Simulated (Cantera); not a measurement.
Charge: 1 mol MgO, 1.6 mol F2, 11 mol H2, at 1.33 mbar.

Equilibrium computed with Cantera from the NASA thermochemical tables; the gas is ideal and each condensed phase is pure. Candidate condensed phases: H2O, Mg, MgF2, MgO, Mg(OH)2; 31 gas species. Mutual solubility and eutectic melting of coexisting phases are not modelled. Kinetics and transport are ignored.

Task: What share of the Mg ends up in condensed phases as a function of T (K), at 748, 823, 898, 973, 1048, 1123, 1198, 1273, 1348, 1423, 1498, 1573, 1648?

Result: 
| T (K) | Mg condensed (%) | as |
|---|---|---|
| 748 | 100.0 | MgF2(s) |
| 823 | 100.0 | MgF2(s) |
| 898 | 100.0 | MgF2(s) |
| 973 | 100.0 | MgF2(s) |
| 1048 | 100.0 | MgF2(s) |
| 1123 | 100.0 | MgF2(s) + MgO(s) |
| 1198 | 100.0 | MgF2(s) + MgO(s) |
| 1273 | 99.8 | MgF2(s) + MgO(s) |
| 1348 | 98.2 | MgF2(s) + MgO(s) |
| 1423 | 93.9 | MgO(s) |
| 1498 | 91.5 | MgO(s) |
| 1573 | 88.4 | MgO(s) |
| 1648 | 84.1 | MgO(s) |
